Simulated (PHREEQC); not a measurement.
Dissolve 110 mmol/kgw Cu(NO3)2, 0.1 mmol/kgw HBF4 and 0.2 mmol/kgw Na2SO4 at 55 °C. Closed to the air; pH follows from the charge balance.

All values are PHREEQC results (ion-association model, phreeqc.dat), not measurements.

| Property | Value |
|---|---|
| pH | 3.55 |
| ionic strength | 0.330 mol/kgw |
| activity of water | 0.994 |
| specific conductance | 32300 µS/cm |
| density | 1.002 g/cm³ |
| total alkalinity | -0.400 meq/kg |

| species | molality | activity | log γ |
|---|---|---|---|
| NO3- | 0.220 | 0.140 | -0.197 |
| Cu+2 | 0.110 | 0.0290 | -0.577 |
| Na+ | 0.000400 | 0.000285 | -0.147 |
| H+ | 0.000365 | 0.000281 | -0.114 |
| F- | 0.000193 | 0.000126 | -0.186 |
| CuF+ | 0.000119 | 8.56e-5 | -0.144 |
| CuSO4 | 0.000119 | 0.000128 | 0.033 |

This is a speciation only: nothing precipitates in the calculation. At this temperature some constants are extrapolated from 25 °C, and those without enthalpy data are left unchanged. Real BF4- forms and hydrolyses slowly; the run takes it at equilibrium.
